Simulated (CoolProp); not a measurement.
Vapour-liquid equilibrium of methanol (1) + ethylbenzene (2) at 0.458 MPa; x and y are mole fractions of (1).

Computed with CoolProp (multi-fluid Helmholtz-energy mixture model, de Reuck 1993 and Zhou 2012; pair parameters Bell 2016).

Question: Give the bubble temperature and the first vapour's composition at x = 0.05, 0.5, 0.95. Is there an azeotrope?

Answer: x = 0.05: 167.6 °C, y = 0.507; x = 0.5: 117.2 °C, y = 0.887; x = 0.95: 109.3 °C, y = 0.977. No azeotrope shows between x = 0.05 and 0.95.

Pair parameters are fitted to limited data, so mixtures are less certain than the pure fluids. With so large a gap from Raoult's law the liquid may split in two, which this calculation doesn't test in full.
